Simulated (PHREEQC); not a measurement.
Model water analysis in mg/kgw, 20 °C, pH 6.9, pe -0.6:

```csv
constituent,mg/kgw
Na,2.08
K,1.41
Ca,5.87
Mg,0.0958
Cl,6.94
S(6) as SO4,0.402
Alkalinity as HCO3,13.6
Br,0.00475
Sr,0.164
Fe(2),0.144
Si as SiO2,0.408
Mn(2),0.0403
N(-3) as NH4,0.0054
```

Valence states are taken as typed.

Model: ion-association model, phreeqc.dat, run in PHREEQC.

No solid was allowed to form.

Question: Estimate the charge-balance error.

Answer: charge-balance error 1.3 %.

Question: In which forms is Fe present?

Answer: Fe+2 98 %, FeHCO3+ 1.9 % of the Fe.
